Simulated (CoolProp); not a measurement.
Vapour-liquid equilibrium of n-butane (1) + benzene (2) at 139 kPa; x and y are mole fractions of (1).

The numbers come from the multi-fluid Helmholtz-energy mixture model, Bücker 2006 and Thol 2012; pair parameters Bell 2016 in CoolProp.

```
x      bubble temperature (°C)  y at the bubble point  dew temperature at overall composition x (°C)  liquid density (mol/L)
-----  -----------------------  ---------------------  ---------------------------------------------  ----------------------
0.05                      76.0                      ?                                           89.0                   10.41
0.125                     58.7                      ?                                           86.4                   10.57
0.2                       46.3                  0.809                                           83.6                   10.66
0.275                     37.5                  0.877                                           80.6                   10.69
0.35                      31.1                  0.914                                           77.3                   10.70
0.425                     26.4                  0.937                                           73.8                   10.67
0.5                       22.7                  0.951                                           69.9                   10.63
0.575                     19.8                  0.962                                           65.5                   10.58
0.65                      17.3                  0.970                                           60.5                   10.52
0.725                     15.2                  0.977                                              ?                   10.45
0.8                       13.3                  0.983                                           47.4                   10.37
0.875                     11.4                  0.989                                           37.8                   10.30
0.95                       9.5                  0.995                                           23.1                   10.23
```

### Question
Some entries are withheld; supply them.

### Answer

- 0.05, y at the bubble point: 0.379
- 0.125, y at the bubble point: 0.674
- 0.725, dew temperature at overall composition x (°C): 54.6

No azeotrope shows between x = 0.05 and 0.95.

The pair parameters rest on a limited set of measurements; away from them the model extrapolates.
